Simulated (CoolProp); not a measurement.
Computed with CoolProp (reference Helmholtz-energy equation of state, Gedanitz 2015).

**Question.** For cyclopentane, give the phase and the cv (kJ/(kg K)), viscosity (µPa s) at 232.5 K and 59.9 kPa; 488 K and 27.2 kPa.

**Answer.** 
- 232.5 K and 59.9 kPa: liquid; cv 1.05, viscosity 603
- 488 K and 27.2 kPa: gas; cv 1.98, viscosity 12.2

Viscosity comes from a separate model (Chung 1988), a generic estimate that can be far off for the liquid and wasn't checked against measurements.
